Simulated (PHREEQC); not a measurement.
A solution holds 0.0021 mol KH2PO4 and 7.5e-05 mol NH4HF2 per kg of water, at 25 °C. Closed to the air; pH follows from the charge balance.

The numbers come from PHREEQC with the ion-association model, wateq4f.dat.

| Property | Result |
|---|---|
| pH | 4.30 |
| ionic strength | 0.00223 mol/kgw |
| total alkalinity | -0.0750 meq/kg |

```
species  molality  activity   log γ
-------  --------  --------  ------
K+        0.00210   0.00199  -0.023
H2PO4-    0.00208   0.00198  -0.022
F-       0.000140  0.000133  -0.023
NH4+      7.50e-5   7.12e-5  -0.023
H+        5.32e-5   5.06e-5  -0.021
H3PO4     1.47e-5   1.47e-5   0.000
HF        1.01e-5   1.01e-5   0.000
HPO4-2    2.98e-6   2.43e-6  -0.089
KHPO4-    9.92e-9   9.42e-9  -0.022
```

Precipitation was switched off in this run. H3PO4, which wateq4f.dat lacks, is added to it with the constant of phreeqc.dat.
